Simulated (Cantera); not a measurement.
Input (Python, Cantera):

```python
import numpy as np
import cantera as ct

gas = ct.Solution("gri30.yaml")
gas.TPX = 375, 1100000, {'H2': 1, 'O2': 0.943, 'N2': 3.55, 'NO': 0.018}
inlet = ct.Reservoir(gas, clone=True)
gas.equilibrate("HP")  # start burning
reactor = ct.IdealGasConstPressureReactor(gas, energy="on", clone=False)
exhaust = ct.Reservoir(gas, clone=True)
tau = [0.082, 0.03, 0.011, 0.0042, 0.0016, 0.00059, 0.00022, 8.1e-05, 3e-05, 1.1e-05, 4.2e-06][0]
for a, b in ((inlet, reactor), (reactor, exhaust)):
    ct.MassFlowController(a, b, mdot=lambda t: reactor.mass / tau)
net = ct.ReactorNet([reactor])
show = ['H2', 'O2', 'NO', 'H2O2', 'N2O', 'NO2', 'H']

rows = []
print(f"{'tau/s':>10s}{'T/K':>9s}" + "".join(f"{s:>11s}" for s in show))
for tau in [0.082, 0.03, 0.011, 0.0042, 0.0016, 0.00059, 0.00022, 8.1e-05, 3e-05, 1.1e-05, 4.2e-06]:
    net.initial_time = 0.0
    net.advance(30 * tau)
    before = gas.X
    net.advance(40 * tau)
    drift = np.max(np.abs(gas.X - before) / (gas.X + 1e-9))
    rows.append([gas.T, *gas[show].X, drift])
    print(f"{tau:10.3e}{gas.T:9.1f}" + "".join(f"{x:11.3e}" for x in gas[show].X))
```

Output:

```
     tau/s      T/K         H2         O2         NO       H2O2        N2O        NO2          H
 8.200e-02   1765.5  2.767e-05  8.829e-02  3.558e-03  1.939e-07  5.571e-07  2.527e-05  5.146e-07
 3.000e-02   1765.1  5.445e-05  8.828e-02  3.556e-03  2.488e-07  7.447e-07  3.086e-05  9.893e-07
 1.100e-02   1764.2  1.104e-04  8.827e-02  3.548e-03  3.533e-07  1.109e-06  3.982e-05  2.222e-06
 4.200e-03   1762.7  2.169e-04  8.826e-02  3.536e-03  5.234e-07  1.692e-06  5.024e-05  5.224e-06
 1.600e-03   1760.2  4.235e-04  8.827e-02  3.524e-03  7.919e-07  2.499e-06  5.888e-05  1.281e-05
 5.900e-04   1755.5  8.406e-04  8.834e-02  3.514e-03  1.216e-06  3.385e-06  6.182e-05  3.315e-05
 2.200e-04   1747.2  1.652e-03  8.853e-02  3.509e-03  1.840e-06  4.080e-06  5.777e-05  8.560e-05
 8.100e-05   1731.5  3.283e-03  8.902e-02  3.506e-03  2.765e-06  4.528e-06  4.917e-05  2.216e-04
 3.000e-05   1701.5  6.590e-03  9.018e-02  3.503e-03  4.151e-06  4.715e-06  3.945e-05  5.522e-04
 1.100e-05   1637.3  1.442e-02  9.342e-02  3.491e-03  6.879e-06  4.976e-06  3.117e-05  1.275e-03
 4.200e-06    375.0  1.815e-01  1.711e-01  3.266e-03 -1.903e-18 -1.845e-19 -9.404e-17 -1.070e-21
```

Computed with Cantera and GRI-Mech 3.0 (53 species, 325 reactions). The hydrogen kinetics of GRI-Mech 3.0 are dated; newer H2 mechanisms differ, most at raised pressure. The mechanism lacks 2 NO + O2 → 2 NO2 and HONO, so NO2 and the effect of NO are under-described below about 1400 K.
